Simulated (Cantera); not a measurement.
# Low-pressure radical oxidation in H2/O2

An isothermal, constant-pressure homogeneous reactor starts with H2 : O2 = 0.011 : 1 (molar parts), equivalence ratio 0.0055, at 1450 K and 0.0267 bar.

Detailed kinetics in Cantera: the H2/O2 subset of GRI-Mech 3.0, which has no nitrogen chemistry. Radical loss at walls, strong at low pressure, is not modelled.

```
t (s)        x H2   x O2    x H2O       x H    x HO2      x OH
--------  -------  -----  -------  --------  -------  --------
0.000200   0.0109  0.989  2.57e-7   4.66e-8  1.96e-7   3.67e-7
0.000406   0.0109  0.989  2.24e-6   2.34e-7  3.98e-7   2.12e-6
0.000825   0.0108  0.989  6.29e-5   5.46e-6  8.19e-7   5.07e-5
0.00168   0.00255  0.981  0.00665  0.000451  1.13e-6   0.00291
0.00340   4.73e-5  0.979  0.00989  0.000300  7.35e-7   0.00159
0.00691   4.38e-5  0.979  0.00992  0.000286  7.20e-7   0.00156
0.0140    4.15e-5  0.980  0.00995  0.000263  7.00e-7   0.00152
0.0285    3.74e-5  0.981   0.0100  0.000223  6.61e-7   0.00144
0.0579    3.06e-5  0.982   0.0101  0.000163  5.92e-7   0.00131
0.118     2.14e-5  0.984   0.0103   9.39e-5  4.83e-7   0.00109
0.239     1.20e-5  0.986   0.0105   3.87e-5  3.41e-7  0.000819
0.485     5.26e-6  0.988   0.0106   1.11e-5  2.02e-7  0.000543
0.985     1.90e-6  0.989   0.0108   2.40e-6  1.03e-7  0.000327
2.00      6.30e-7  0.989   0.0108   4.55e-7  5.59e-8  0.000188
```
x: mole fraction; the columns are a selection and need not sum to one.

Equilibrium at this temperature and pressure: H2 6.41e-8, O2 0.989, H2O 0.0109, H 1.48e-8, HO2 5.72e-8, OH 6.02e-5 (gas phase only).
